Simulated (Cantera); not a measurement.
## Ignition delay

Mixture: CH₄ : H₂ : O₂ : N₂ = 1 : 0.48 : 4.77 : 17.9 (molar parts), equivalence ratio 0.47, at 3230 Torr, adiabatic and at constant pressure. Ignition delay is the time to a rise of 400 K.

Computed with Cantera and GRI-Mech 3.0 (53 species, 325 reactions).

```csv
T0 (K),delay (ms)
1150,1.07
1200,0.620
1250,0.391
1300,0.258
1350,0.176
1400,0.123
1450,0.0879
1500,0.0640
1550,0.0475
1600,0.0359
```

| Quantity | Result |
|---|---|
| apparent activation energy between 1500 and 1600 K | 120 kJ/mol |
